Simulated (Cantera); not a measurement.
Cantera run:

```python
import numpy as np
import cantera as ct

gas_names = """
    CL CLO CL2 Mg MgCL MgCL2 MgO Mg2 O O2 O3
""".split()
cond_names = """
    Mg(cr) Mg(L) MgCL2(s) MgCL2(L) MgO(s) MgO(L)
""".split()


# ... load() reads the species with a 1 bar reference pressure and builds the phases ...
atoms = {
    'MgO': {'Mg': 1, 'O': 1},
    'Cl2': {'CL': 2},
    'O2': {'O': 2},
}
top_T = {}  # K; cautious upper limits of use, not melting points


# ... equilibrate(T, P, feed) seeds the gas with the atoms and calls Mixture.equilibrate('TP', solver="vcs", rtol=1e-11, max_steps=5000) ...
results = []
feed = {'MgO': 1, 'Cl2': 8.4, 'O2': 0.19}  # mol
P = 7800  # Pa
for T in [925, 1025, 1125, 1225, 1325, 1425, 1525, 1625, 1725]:
    mix = equilibrate(T, P, feed)
    results.append((T, P, feed, dict(zip(mix.species_names, mix.species_moles))))

top = {s: max(r[3][s] / sum(r[3][g] for g in gas_names) for r in results) for s in gas_names}
cols = sorted((s for s in top if top[s] > 1e-06), key=lambda s: -top[s])[:9]
seen = [c for c in cond_names if any(r[3].get(c, 0) > 1e-12 for r in results)]
print("log10 of partial pressures in bar; condensed amounts in mol")
print(f"{'T/K':>10s}" + "".join(f"{s[:9]:>10s}" for s in cols + seen))
for T, P, feed, n in results:
    ng = sum(n[g] for g in gas_names)
    print(f"{T:10.4g}" + "".join(f"{np.log10(max(n[s] / ng * P / 1e5, 1e-99)):10.3f}" for s in cols)
          + "".join(f"{n.get(c, 0):10.4g}" for c in seen))
```

Output:

```
log10 of partial pressures in bar; condensed amounts in mol
       T/K       CL2        CL     MgCL2        O2       CLO         O    MgO(s)
       925    -1.118    -4.496    -4.862    -2.762    -6.987   -12.254    0.9985
      1025    -1.120    -3.812    -3.748    -2.742    -6.418   -10.853    0.9803
      1125    -1.132    -3.254    -2.895    -2.630    -5.907    -9.651    0.8579
      1225    -1.173    -2.801    -2.295    -2.378    -5.416    -8.565    0.4165
      1325    -1.221    -2.422    -2.077    -2.239    -5.042    -7.679         0
      1425    -1.251    -2.090    -2.090    -2.252    -4.781    -6.983         0
      1525    -1.305    -1.814    -2.111    -2.274    -4.574    -6.384         0
      1625    -1.394    -1.593    -2.144    -2.307    -4.420    -5.864         0
      1725    -1.531    -1.426    -2.186    -2.350    -4.319    -5.411         0
```

Method: chemical equilibrium by Gibbs-energy minimisation in Cantera with the NASA 1993 tables (ideal gas, pure condensed phases).
